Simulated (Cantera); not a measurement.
Predominance diagram of Li at 1225 K against the partial pressures of O₂ and Cl₂ (log10, bar). Cantera with NASA thermochemical tables; ideal gases at 1 bar, condensed phases pure. Candidates: Li(l), LiCl(l), Li₂O(s). Only these pure phases compete in this equilibrium. Not in the tables: the peroxide.

```
log p(Cl₂) \ log p(O₂)
        columns: -18, -16.9, -15.9, -14.8, -13.8, -12.7, -11.6, -10.6, -9.5, -8.5, -7.4, -6.4, -5.3, -4.2, -3.2, -2.1, -1.1, 0
      1  A A A A A A A A A A A A A A A A A A
   -1.2  A A A A A A A A A A A A A A A A A A
   -3.5  A A A A A A A A A A A A A A A A A A
   -5.8  A A A A A A A A A A A A A A A A A A
     -8  A A A A A A A A A A A A A A A A A A
  -10.2  A A A A A A A A A A A A A A B B B B
  -12.5  A A A A A A A A A A B B B B B B B B
  -14.8  A A A A A A B B B B B B B B B B B B
    -17  A B B B B B B B B B B B B B B B B B
  -19.2  B B B B B B B B B B B B B B B B B B
  -21.5  B B B B B B B B B B B B B B B B B B
  -23.8  B B B B B B B B B B B B B B B B B B
    -26  B B B B B B B B B B B B B B B B B B
```

A: LiCl(l); B: Li₂O(s).
